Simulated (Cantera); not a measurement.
Cantera run, input and output.

```python
import numpy as np
import cantera as ct

gas = ct.Solution("gri30.yaml")
gas.TPX = 1625, 500000, {'CH4': 1.3, 'O2': 2.5, 'N2': 9.4}
reactor = ct.IdealGasConstPressureReactor(gas, energy="on", clone=False)
net = ct.ReactorNet([reactor])
net.rtol, net.atol = 1e-08, 1e-16
show = ['CH4', 'O2', 'H2O', 'CO', 'CH2']
times = np.geomspace(2e-06, 7, 13)

steps = ct.SolutionArray(gas, extra=["t"])
rows = []
print(f"{'t/s':>10s}{'T/K':>9s}{'P/Pa':>11s}" + "".join(f"{s:>11s}" for s in show))
for t in times:
    while net.time < t:
        t_next = net.step()
        steps.append(gas.state, t=t_next)
    rows.append([np.interp(t, steps.t, y) for y in (steps.T, steps.P, *steps(*show).X.T)])
    print(f"{t:10.3e}{rows[-1][0]:9.1f}{rows[-1][1]:11.4g}" + "".join(f"{x:11.3e}" for x in rows[-1][2:]))
rate = np.gradient(steps.T, steps.t)
print("integrator steps:", len(steps.t))
if steps.T.max() > steps.T[0] + 200:
    print(f"time of steepest temperature rise: {steps.t[rate.argmax()]:.4e} s")
gas.TPX = 1625, 500000, {'CH4': 1.3, 'O2': 2.5, 'N2': 9.4}
gas.equilibrate("HP")
print(f"equilibrium (HP): T = {gas.T:.1f} K  " + "  ".join(f"{s} {gas[s].X[0]:.3e}" for s in show))
```

It prints:

```
       t/s      T/K       P/Pa        CH4         O2        H2O         CO        CH2
 2.000e-06   1625.0      5e+05  9.847e-02  1.894e-01  2.247e-06  1.809e-09  8.151e-12
 7.021e-06   1624.9      5e+05  9.843e-02  1.894e-01  1.929e-05  1.006e-07  1.264e-10
 2.464e-05   1625.4      5e+05  9.797e-02  1.891e-01  2.779e-04  1.213e-05  3.265e-09
 8.651e-05   1674.1      5e+05  8.620e-02  1.809e-01  9.533e-03  3.015e-03  2.152e-07
 3.037e-04   2914.4      5e+05  3.132e-14  1.560e-02  1.562e-01  4.371e-02  1.698e-13
 1.066e-03   2906.9      5e+05  3.391e-14  1.426e-02  1.563e-01  4.408e-02  1.701e-13
 3.742e-03   2906.8      5e+05  3.396e-14  1.424e-02  1.563e-01  4.408e-02  1.701e-13
 1.313e-02   2906.8      5e+05  3.396e-14  1.424e-02  1.563e-01  4.408e-02  1.701e-13
 4.610e-02   2906.8      5e+05  3.396e-14  1.424e-02  1.563e-01  4.408e-02  1.701e-13
 1.618e-01   2906.8      5e+05  3.396e-14  1.424e-02  1.563e-01  4.408e-02  1.701e-13
 5.681e-01   2906.8      5e+05  3.396e-14  1.424e-02  1.563e-01  4.408e-02  1.701e-13
 1.994e+00   2906.8      5e+05  3.396e-14  1.424e-02  1.563e-01  4.408e-02  1.701e-13
 7.000e+00   2906.8      5e+05  3.396e-14  1.424e-02  1.563e-01  4.408e-02  1.701e-13
integrator steps: 1878
time of steepest temperature rise: 1.0911e-04 s
equilibrium (HP): T = 2906.8 K  CH4 4.320e-14  O2 1.424e-02  H2O 1.563e-01  CO 4.408e-02  CH2 1.837e-13
```

Computed with Cantera and GRI-Mech 3.0 (53 species, 325 reactions).
